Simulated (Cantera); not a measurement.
A Cantera script and what it prints.

```python
import numpy as np
import cantera as ct

gas_names = """
    C CO CO2 C2 C2O C3 C3O2 C4 C5 Mg MgO Mg2 O O2 O3
""".split()
cond_names = """
    C(gr) Mg(cr) Mg(L) MgCO3(s) MgO(s) MgO(L)
""".split()


def load(file, names, dense=False):
    # The tables refer to 1 bar. Condensed volumes are neglected.
    table = {s.name: s for s in ct.Species.list_from_file(file)}
    out = []
    for n in names:
        d = dict(table[n].input_data)
        d["thermo"] = dict(d["thermo"], **{"reference-pressure": 1e5})
        if dense:
            d["equation-of-state"] = {"model": "constant-volume", "density": "1e6 g/cm^3"}
        out.append(ct.Species.from_dict(d))
    return out


gas = ct.Solution(thermo="ideal-gas", species=load("nasa_gas.yaml", gas_names))
cond = {s.name: ct.Solution(thermo="fixed-stoichiometry", species=[s], name=s.name)
        for s in load("nasa_condensed.yaml", cond_names, dense=True)}
atoms = {
    'MgCO3': {'Mg': 1, 'C': 1, 'O': 3},
    'CO2': {'C': 1, 'O': 2},
}
top_T = {'C(gr)': 4500}  # K; cautious upper limits of use, not melting points


def equilibrate(T, P, feed):
    n = {}
    for name, mol in feed.items():
        for a, k in atoms[name].items():
            n[a] = n.get(a, 0.0) + k * mol
    gas.TPX = T, P, n
    mass = sum(n.values()) * gas.mean_molecular_weight
    gas.equilibrate("TP")
    valid = [c for c in cond.values() if c.min_temp <= T <= top_T.get(c.name, c.max_temp)]
    mix = ct.Mixture([(gas, mass / gas.mean_molecular_weight)] + [(c, 0.0) for c in valid])
    mix.T, mix.P = T, P
    mix.equilibrate("TP", solver="vcs", rtol=1e-11, max_steps=5000)
    return mix


results = []
feed = {'MgCO3': 1, 'CO2': 0.045}  # mol
P = 220000  # Pa
for T in [1273, 1348, 1423, 1498, 1573, 1648, 1723, 1798, 1873, 1948, 2023]:
    mix = equilibrate(T, P, feed)
    results.append((T, P, feed, dict(zip(mix.species_names, mix.species_moles))))
    x = sorted(zip(gas.X, gas.species_names), reverse=True)
    print(f"T = {T:g} K  P = {P:g} Pa  gas = {mix.phase_moles(0):.4g} mol")
    print("   x: " + "  ".join(f"{s} {v:.3e}" for v, s in x if v > 0.0001))
    print("   condensed (mol): " + ("  ".join(f"{mix.phase(i).name} {mix.phase_moles(i):.4g}"
          for i in range(1, mix.n_phases) if mix.phase_moles(i) > 1e-12) or "none"))
```

Output:

```
T = 1273 K  P = 220000 Pa  gas = 1.045 mol
   x: CO2 1.000e+00
   condensed (mol): MgO(s) 1
T = 1348 K  P = 220000 Pa  gas = 1.045 mol
   x: CO2 9.999e-01
   condensed (mol): MgO(s) 1
T = 1423 K  P = 220000 Pa  gas = 1.045 mol
   x: CO2 9.998e-01  CO 1.240e-04
   condensed (mol): MgO(s) 1
T = 1498 K  P = 220000 Pa  gas = 1.045 mol
   x: CO2 9.996e-01  CO 2.737e-04  O2 1.368e-04
   condensed (mol): MgO(s) 1
T = 1573 K  P = 220000 Pa  gas = 1.045 mol
   x: CO2 9.992e-01  CO 5.595e-04  O2 2.797e-04
   condensed (mol): MgO(s) 1
T = 1648 K  P = 220000 Pa  gas = 1.046 mol
   x: CO2 9.984e-01  CO 1.071e-03  O2 5.351e-04
   condensed (mol): MgO(s) 1
T = 1723 K  P = 220000 Pa  gas = 1.046 mol
   x: CO2 9.971e-01  CO 1.934e-03  O2 9.662e-04
   condensed (mol): MgO(s) 1
T = 1798 K  P = 220000 Pa  gas = 1.047 mol
   x: CO2 9.950e-01  CO 3.320e-03  O2 1.658e-03
   condensed (mol): MgO(s) 1
T = 1873 K  P = 220000 Pa  gas = 1.048 mol
   x: CO2 9.918e-01  CO 5.451e-03  O2 2.721e-03
   condensed (mol): MgO(s) 1
T = 1948 K  P = 220000 Pa  gas = 1.05 mol
   x: CO2 9.871e-01  CO 8.599e-03  O2 4.290e-03
   condensed (mol): MgO(s) 1
T = 2023 K  P = 220000 Pa  gas = 1.052 mol
   x: CO2 9.803e-01  CO 1.309e-02  O2 6.522e-03
   condensed (mol): MgO(s) 1
```

Cantera equilibrium calculation (NASA polynomials, part measured and part estimated; ideal gas, pure solids and liquids).
